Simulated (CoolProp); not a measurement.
R113 along the isobar 7.63 MPa: fugacity coefficient from the reference equation and from simpler models built on Tc = 214.1 °C, pc = 3.392 MPa, ω = 0.253; each cubic takes its own stable root.

Values from CoolProp's reference Helmholtz-energy equation of state, Marx 1992.

```csv
T (°C),phase,reference
62.55,liquid,0.02819
77.55,liquid,0.04191
92.45,liquid,0.05957
107.45,liquid,0.08178
122.35,liquid,0.1085
137.25,liquid,0.1398
152.25,liquid,0.1759
167.15,liquid,0.2159
182.05,liquid,0.2597
197.05,liquid,0.3067
211.95,liquid,0.3556
```

Q: How far does each simpler model (van der Waals, Redlich-Kwong, Soave-Redlich-Kwong, Peng-Robinson) lie from the reference over these 11 states: mean and median of the absolute difference, and the worst?

A: 
- van der Waals: mean 111.8 %, median 79.3 %, worst +318.6 % at 62.55 °C and 7.63 MPa
- Redlich-Kwong: mean 27.1 %, median 23.4 %, worst +61.5 % at 62.55 °C and 7.63 MPa
- Soave-Redlich-Kwong: mean 3.6 %, median 3.9 %, worst +4.1 % at 182.05 °C and 7.63 MPa
- Peng-Robinson: mean 2.0 %, median 2.0 %, worst -2.2 % at 92.45 °C and 7.63 MPa
